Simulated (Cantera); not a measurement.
An isothermal, constant-pressure homogeneous reactor starts with CH₄ : H₂O = 1 : 1 (molar parts), at 2125 K and 35000 Pa. Integrator tolerance rtol = 1e-08.

Detailed kinetics in Cantera: GRI-Mech 3.0 (53 species, 325 reactions).

Q: What does this change do: pressure from 35000 Pa to 180000 Pa?

A: 
```tsv
quantity	before	after
x(CH₄) at 20.0 s	1.14e-5 (gas-phase equilibrium 7.09e-6)	5.51e-5 (gas-phase equilibrium 5.66e-5)
x(H₂O) at 20.0 s	8.42e-5 (gas-phase equilibrium 4.01e-5)	0.000129 (gas-phase equilibrium 0.000134)
x(H₂) at 20.0 s	0.745 (gas-phase equilibrium 0.745)	0.748 (gas-phase equilibrium 0.748)
x(HO₂) at 20.0 s	<1e-12 (gas-phase equilibrium <1e-12)	<1e-12 (gas-phase equilibrium <1e-12)
x(CH₃) at 20.0 s	1.58e-6 (gas-phase equilibrium 9.80e-7)	3.35e-6 (gas-phase equilibrium 3.45e-6)
```
